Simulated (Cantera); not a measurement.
Thermodynamics of silicon carbide growth, feed SiCl₄ + C₂H₂ + H₂

Input: 1 mol SiCl₄, 0.015 mol C₂H₂, 280 mol H₂, held at 100 Torr.

Cantera equilibrium calculation (NASA polynomials, part measured and part estimated; ideal gas, pure solids and liquids). Candidate condensed phases: C, C₆H₆, C₇H₈, C₈H₁₈, Si, SiC; 109 gas species. Mutual solubility and eutectic melting of coexisting phases are not modelled. The tables' values for SiCl, SiCl₃ are old estimates; treat these amounts as uncertain. Gases not in the tables: Si₂H₆ and higher silanes. Equilibrium is a limit: real reactors are often held back by kinetics, nucleation or transport.

| T (K) | x H₂ | x H | x HCl | x Si | x SiHCl₃ | x SiCl₂ | x SiCl₄ | x SiH | n Si(s) | n SiC(s) | n Si(l) |
|---|---|---|---|---|---|---|---|---|---|---|---|
| 1073 | 0.989 | 3.82e-8 | 0.00945 | <1e-12 | 0.000650 | 0.000176 | 0.000507 | <1e-12 | 0.546 | 0.0288 | 0 |
| 1173 | 0.987 | 3.21e-7 | 0.0123 | 3.71e-12 | 0.000186 | 0.000347 | 9.92e-5 | 2.41e-11 | 0.763 | 0.0290 | 0 |
| 1273 | 0.986 | 1.94e-6 | 0.0130 | 1.35e-10 | 4.00e-5 | 0.000443 | 1.32e-5 | 4.74e-10 | 0.817 | 0.0291 | 0 |
| 1373 | 0.986 | 9.06e-6 | 0.0131 | 2.91e-9 | 9.50e-6 | 0.000500 | 1.99e-6 | 6.00e-9 | 0.820 | 0.0292 | 0 |
| 1473 | 0.986 | 3.44e-5 | 0.0131 | 4.11e-8 | 2.69e-6 | 0.000543 | 3.79e-7 | 5.35e-8 | 0.813 | 0.0293 | 0 |
| 1573 | 0.986 | 0.000111 | 0.0130 | 4.12e-7 | 8.90e-7 | 0.000580 | 8.85e-8 | 3.60e-7 | 0.803 | 0.0294 | 0 |
| 1673 | 0.986 | 0.000310 | 0.0129 | 3.13e-6 | 3.36e-7 | 0.000612 | 2.46e-8 | 1.92e-6 | 0.791 | 0.0294 | 0 |
| 1773 | 0.986 | 0.000773 | 0.0130 | 1.60e-5 | 1.25e-7 | 0.000555 | 7.04e-9 | 7.15e-6 | 0 | 0.0293 | 0.798 |
| 1873 | 0.984 | 0.00175 | 0.0131 | 6.61e-5 | 5.00e-8 | 0.000492 | 2.24e-9 | 2.23e-5 | 0 | 0.0288 | 0.787 |
| 1973 | 0.982 | 0.00366 | 0.0132 | 0.000237 | 2.19e-8 | 0.000438 | 7.96e-10 | 6.19e-5 | 0 | 0.0266 | 0.724 |
| 2073 | 0.978 | 0.00712 | 0.0132 | 0.000748 | 1.03e-8 | 0.000392 | 3.09e-10 | 0.000155 | 0 | 0.0176 | 0.527 |
| 2173 | 0.970 | 0.0130 | 0.0131 | 0.00212 | 5.09e-9 | 0.000350 | 1.28e-10 | 0.000356 | 0 | 0 | 0.0128 |
| 2273 | 0.960 | 0.0225 | 0.0133 | 0.00254 | 1.34e-9 | 0.000154 | 2.97e-11 | 0.000350 | 0 | 0 | 0 |
x: gas mole fraction; n: condensed amount in mol.

From 1073 K to 1673 K the condensed part is Si(s) + SiC(s). From 1773 K to 2073 K the condensed part is Si(l) + SiC(s). At 2173 K the condensed part is Si(l). At 2273 K nothing is condensed. The main Si-bearing gas is SiHCl₃ at 1073 K and Si at 2273 K. The share of Si in condensed phases is highest at 1373 K (84.9 %) and lowest at 2273 K (0.0 %).
